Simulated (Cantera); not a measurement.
A perfectly stirred reactor is fed with CO : O₂ : H₂O : N₂ = 0.0095 : 0.04 : 0.056 : 1 (molar parts), at 1.00 atm; it is held at 1000 K, and followed from long to short residence time.

Model: GRI-Mech 3.0 (53 species, 325 reactions), integrated in Cantera.

Task: What does this change do: temperature 1000 to 1025 K?

Result: 
```json
[
 {"quantity": "x(CO) at τ = 0.410 s", "before": "0.00534", "after": "0.00348"},
 {"quantity": "x(O₂) at τ = 0.410 s", "before": "0.0346", "after": "0.0337"},
 {"quantity": "x(H₂O) at τ = 0.410 s", "before": "0.0507", "after": "0.0507"},
 {"quantity": "x(NO₂) at τ = 0.410 s", "before": "5.06e-11", "after": "1.56e-10"},
 {"quantity": "x(CO₂) at τ = 0.410 s", "before": "0.00327", "after": "0.00514"},
 {"quantity": "x(CO) at τ = 37.0 ms", "before": "0.00819", "after": "0.00740"},
 {"quantity": "x(O₂) at τ = 37.0 ms", "before": "0.0360", "after": "0.0356"},
 {"quantity": "x(H₂O) at τ = 37.0 ms", "before": "0.0506", "after": "0.0506"},
 {"quantity": "x(NO₂) at τ = 37.0 ms", "before": "2.17e-12", "after": "1.30e-11"},
 {"quantity": "x(CO₂) at τ = 37.0 ms", "before": "0.000405", "after": "0.00120"}
]
```
